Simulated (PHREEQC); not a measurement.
Make-up at 35 °C: 0.16 mol Pb(NO3)2 per kg of water. Closed to the air; pH follows from the charge balance.

Computed with PHREEQC (ion-association model, wateq4f.dat).

Each row changes one thing in this solution. No solid was allowed to form.

```json
[
 {"case": "as made", "pH": "4.21", "ionic strength (mol/kgw)": "0.329", "NO3- (mol/kgw)": "0.244", "Pb+2 (mol/kgw)": "0.0842", "PbNO3+ (mol/kgw)": "0.0757", "Pb2OH+3 (mol/kgw)": "6.88e-5", "SI of Pb(OH)2 (Pb(OH)2)": "-1.03", "SI of Litharge (PbO)": "-5.54"},
 {"case": "temperature from 35 to 10 °C", "pH": "4.22", "ionic strength (mol/kgw)": "0.325", "NO3- (mol/kgw)": "0.242", "Pb+2 (mol/kgw)": "0.0822", "PbNO3+ (mol/kgw)": "0.0777", "Pb2OH+3 (mol/kgw)": "6.61e-5", "SI of Pb(OH)2 (Pb(OH)2)": "-1.87", "SI of Litharge (PbO)": "-6.53"},
 {"case": "temperature from 35 to 40 °C", "pH": "4.21", "ionic strength (mol/kgw)": "0.330", "NO3- (mol/kgw)": "0.245", "Pb+2 (mol/kgw)": "0.0846", "PbNO3+ (mol/kgw)": "0.0752", "Pb2OH+3 (mol/kgw)": "(withheld)", "SI of Pb(OH)2 (Pb(OH)2)": "-0.87", "SI of Litharge (PbO)": "-5.36"},
 {"case": "diluted 5-fold with water", "pH": "4.67", "ionic strength (mol/kgw)": "0.0807", "NO3- (mol/kgw)": "0.0563", "Pb+2 (mol/kgw)": "0.0243", "PbNO3+ (mol/kgw)": "0.00766", "Pb2OH+3 (mol/kgw)": "1.51e-5", "SI of Pb(OH)2 (Pb(OH)2)": "-0.51", "SI of Litharge (PbO)": "-5.02"},
 {"case": "diluted 10-fold with water", "pH": "4.84", "ionic strength (mol/kgw)": "0.0427", "NO3- (mol/kgw)": "0.0293", "Pb+2 (mol/kgw)": "0.0133", "PbNO3+ (mol/kgw)": "0.00267", "Pb2OH+3 (mol/kgw)": "6.50e-6", "SI of Pb(OH)2 (Pb(OH)2)": "-0.34", "SI of Litharge (PbO)": "-4.85"},
 {"case": "temperature from 35 to 20 °C", "pH": "4.22", "ionic strength (mol/kgw)": "0.326", "NO3- (mol/kgw)": "(withheld)", "Pb+2 (mol/kgw)": "0.0829", "PbNO3+ (mol/kgw)": "0.0770", "Pb2OH+3 (mol/kgw)": "(withheld)", "SI of Pb(OH)2 (Pb(OH)2)": "-1.51", "SI of Litharge (PbO)": "-6.11"},
 {"case": "Pb(NO3)2 from 0.16 to 0.032 mol/kgw", "pH": "4.67", "ionic strength (mol/kgw)": "0.0807", "NO3- (mol/kgw)": "0.0563", "Pb+2 (mol/kgw)": "0.0243", "PbNO3+ (mol/kgw)": "0.00766", "Pb2OH+3 (mol/kgw)": "1.51e-5", "SI of Pb(OH)2 (Pb(OH)2)": "-0.51", "SI of Litharge (PbO)": "-5.02"}
]
```

**Question.** Complete the blanks.

**Answer.** 
- temperature from 35 to 40 °C, Pb2OH+3 (mol/kgw): 6.94e-5
- temperature from 35 to 20 °C, NO3- (mol/kgw): 0.243
- temperature from 35 to 20 °C, Pb2OH+3 (mol/kgw): 6.71e-5

Constants without temperature data keep their 25 °C values here.
